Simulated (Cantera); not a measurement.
Charge: 1 mol Pb, 0.81 mol H₂, 23 mol N₂, held at 1323 K and 1 atm.

Method: chemical equilibrium by Gibbs-energy minimisation in Cantera with the NASA 1993 tables (ideal gas, pure condensed phases). Candidate condensed phases: Pb; 11 gas species. Kinetics and transport are ignored.

Question: What is the equilibrium state?

Answer: 
| Item | Result |
|---|---|
| x(N₂) | 0.963 |
| x(H₂) | 0.0339 |
| x(Pb) | 0.00347 |
| n(Pb(l)) | 0.917 mol |
| gas amount | 23.89 mol |
